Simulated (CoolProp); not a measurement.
Vapour-liquid equilibrium of propane (1) + dimethyl ether (2) at 50.4 kPa; x and y are mole fractions of (1).

The numbers come from the multi-fluid Helmholtz-energy mixture model, Lemmon 2009 and Wu 2011; pair parameters Bell 2016 in CoolProp.

```csv
x,bubble temperature (°C),y at the bubble point,dew temperature at overall composition x (°C),liquid density (mol/L)
0.05,-43.0,0.192,-40.5,16.28
0.15,-47.5,0.418,-42.2,16.00
0.25,-50.3,0.544,-44.1,15.69
0.35,-52.2,0.626,-46.0,15.37
0.45,-53.5,0.685,-48.2,15.06
0.55,-54.5,0.735,-50.4,14.75
0.65,-55.2,0.781,-52.7,14.46
0.75,-55.9,0.830,-54.7,14.18
0.85,-56.4,0.886,-56.1,13.92
0.95,-56.7,0.956,-56.7,13.67
```

No azeotrope shows between x = 0.05 and 0.95.

Pair parameters are fitted to limited data, so mixtures are less certain than the pure fluids.
